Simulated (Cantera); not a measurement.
Feed: 1 mol Al(CH₃)₃, 0.68 mol H₂O, 38 mol N₂, at 452 °C and 0.00133 bar.

Cantera equilibrium calculation (NASA polynomials, part measured and part estimated; ideal gas, pure solids and liquids). Candidate condensed phases: Al, AlN, Al₂O₃, C, C₆H₆, C₇H₈, C₈H₁₈, H₂O; 148 gas species. The feed counts by its element totals alone. The numbers say what is thermodynamically allowed, not how fast it happens.

Base state: N₂ 0.879, H₂ 0.121, CH₄ 9.94e-5 (mole fractions); condensed: AlN(s) + Al₂O₃(s) + C(graphite).

### Question
What changes in the equilibrium state with this change: H₂O from 0.68 to 18 mol?

### Answer
```tsv
species	before	after
N₂	0.879	0.598
H₂	0.121	0.183
H₂O	<1e-9	0.171
CO₂	<1e-9	0.0414
CO	2.49e-9	0.00588
CH₄	9.94e-5	3.69e-7
AlN(s), mol	0.547	0
Al₂O₃(s), mol	0.227	0.500
C(graphite), mol	3.00	0
```

### Question
What changes in the equilibrium state with this change: pressure from 0.00133 bar to 0.140 bar?

### Answer
```tsv
species	before	after
N₂	0.879	0.886
H₂	0.121	0.106
CH₄	9.94e-5	0.00801
NH₃	3.58e-7	3.10e-5
AlN(s), mol	0.547	0.547
Al₂O₃(s), mol	0.227	0.227
C(graphite), mol	3.00	2.66
```
